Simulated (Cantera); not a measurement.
Mixture: CO : H2 : CH4 : O2 : N2 : H2O = 1 : 0.064 : 0.05 : 2.2 : 5.53 : 0.23 (molar parts), equivalence ratio 0.29, at 10.0 bar, adiabatic and at constant pressure. Ignition delay is the time to a rise of 400 K.

Cantera simulation using GRI-Mech 3.0 (53 species, 325 reactions); the numbers are that mechanism's predictions, not measurements. Where the delays flatten at high temperature, the 400 K rule measures the pace of heat release, not the induction time.

Predict: delay at 1200 K; delay at 1400 K; delay at 1600 K; delay at 1800 K; delay at 2000 K.

delay at 1200 K: 0.233 ms
delay at 1400 K: 25.9 µs
delay at 1600 K: 9.67 µs
delay at 1800 K: 6.11 µs
delay at 2000 K: 4.84 µs
